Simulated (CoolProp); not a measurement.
Carbonyl sulfide along the isobar 7.94 MPa: Z from the reference equation and from simpler models built on Tc = 378.8 K, pc = 6.369 MPa, ω = 0.098; each cubic takes its own stable root.

Values from CoolProp's reference Helmholtz-energy equation of state, Lemmon 2006. It is a short technical equation, of lower accuracy than the large ones.

```
T (K)          phase  reference  van der Waals  Peng-Robinson
-----  -------------  ---------  -------------  -------------
155.5         liquid     0.2800         0.4373         0.2646
193.9         liquid     0.2379              ?         0.2224
232.3         liquid     0.2116         0.3239         0.1971
270.7         liquid          ?         0.2969         0.1830
309.1         liquid     0.1883         0.2831         0.1790
347.6         liquid     0.1921         0.2847         0.1900
386    supercritical     0.2468         0.3291         0.2715
424.4  supercritical     0.6299              ?         0.6132
462.8  supercritical     0.7545         0.7287         0.7363
501.2  supercritical     0.8248         0.7964         0.8082
```

**Question.** Fill in the missing entries.

**Answer.** 
- 193.9, van der Waals: 0.3675
- 270.7, reference: 0.1957
- 424.4, van der Waals: 0.6071
